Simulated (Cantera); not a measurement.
What does this Cantera script print?

```python
import numpy as np
import cantera as ct

gas = ct.Solution("gri30.yaml")
gas.TPX = 1500, 100000, {'CH4': 1, 'CO2': 0.33, 'H2': 0.99}
reactor = ct.IdealGasConstPressureReactor(gas, energy="off", clone=False)
net = ct.ReactorNet([reactor])
net.rtol, net.atol = 1e-08, 1e-18
show = ['CH4', 'CO2', 'H2', 'CO', 'HCO', 'H2O', 'CH2']
times = np.geomspace(4e-05, 50, 15)

steps = ct.SolutionArray(gas, extra=["t"])
rows = []
print(f"{'t/s':>10s}{'T/K':>9s}{'P/Pa':>11s}" + "".join(f"{s:>11s}" for s in show))
for t in times:
    while net.time < t:
        t_next = net.step()
        steps.append(gas.state, t=t_next)
    rows.append([np.interp(t, steps.t, y) for y in (steps.T, steps.P, *steps(*show).X.T)])
    print(f"{t:10.3e}{rows[-1][0]:9.1f}{rows[-1][1]:11.4g}" + "".join(f"{x:11.3e}" for x in rows[-1][2:]))
rate = np.gradient(steps.T, steps.t)
print("integrator steps:", len(steps.t))
if steps.T.max() > steps.T[0] + 200:
    print(f"time of steepest temperature rise: {steps.t[rate.argmax()]:.4e} s")
gas.TPX = 1500, 100000, {'CH4': 1, 'CO2': 0.33, 'H2': 0.99}
gas.equilibrate("TP")
print(f"equilibrium (TP): T = {gas.T:.1f} K  " + "  ".join(f"{s} {gas[s].X[0]:.3e}" for s in show))
```

Output:

```
       t/s      T/K       P/Pa        CH4        CO2         H2         CO        HCO        H2O        CH2
 4.000e-05   1500.0      1e+05  4.310e-01  1.422e-01  4.267e-01  5.886e-07  6.619e-15  5.874e-07  3.072e-11
 1.090e-04   1500.0      1e+05  4.310e-01  1.422e-01  4.267e-01  4.075e-06  2.685e-13  4.070e-06  1.985e-10
 2.972e-04   1500.0      1e+05  4.309e-01  1.422e-01  4.267e-01  2.439e-05  5.691e-12  2.434e-05  7.007e-10
 8.101e-04   1500.0      1e+05  4.306e-01  1.421e-01  4.268e-01  1.034e-04  3.216e-11  1.031e-04  1.091e-09
 2.208e-03   1500.0      1e+05  4.299e-01  1.418e-01  4.270e-01  3.605e-04  8.050e-11  3.590e-04  1.514e-09
 6.019e-03   1500.0      1e+05  4.279e-01  1.409e-01  4.275e-01  1.149e-03  1.117e-10  1.143e-03  1.757e-09
 1.641e-02   1500.0      1e+05  4.221e-01  1.383e-01  4.293e-01  3.335e-03  1.360e-10  3.315e-03  1.771e-09
 4.472e-02   1500.0      1e+05  4.062e-01  1.311e-01  4.352e-01  9.134e-03  1.982e-10  9.076e-03  1.753e-09
 1.219e-01   1500.0      1e+05  3.671e-01  1.128e-01  4.498e-01  2.368e-02  3.671e-10  2.351e-02  1.715e-09
 3.323e-01   1500.0      1e+05  2.885e-01  7.434e-02  4.774e-01  5.478e-02  8.034e-10  5.417e-02  1.735e-09
 9.057e-01   1500.0      1e+05  1.811e-01  2.453e-02  5.185e-01  9.552e-02  1.645e-09  9.226e-02  1.930e-09
 2.469e+00   1500.0      1e+05  1.178e-01  7.690e-03  5.598e-01  1.120e-01  2.365e-09  9.613e-02  1.976e-09
 6.730e+00   1500.0      1e+05  1.108e-01  6.682e-03  5.788e-01  1.269e-01  2.770e-09  7.852e-02  1.697e-09
 1.834e+01   1500.0      1e+05  1.066e-01  4.916e-03  6.040e-01  1.522e-01  3.385e-09  5.018e-02  1.295e-09
 5.000e+01   1500.0      1e+05  1.004e-01  2.242e-03  6.319e-01  1.801e-01  4.091e-09  2.024e-02  9.536e-10
integrator steps: 998
equilibrium (TP): T = 1500.0 K  CH4 9.492e-02  CO2 2.970e-07  H2 6.517e-01  CO 1.995e-01  HCO 4.601e-09  H2O 2.509e-06  CH2 7.667e-10
```

Cantera simulation using GRI-Mech 3.0 (53 species, 325 reactions); the numbers are that mechanism's predictions, not measurements. GRI-Mech 3.0 stops at C3 and has no aromatics, soot or wall deposition, so with more carbon than oxygen in the feed, carbon stays in small species such as C2H2 where larger ones or solid carbon would form.
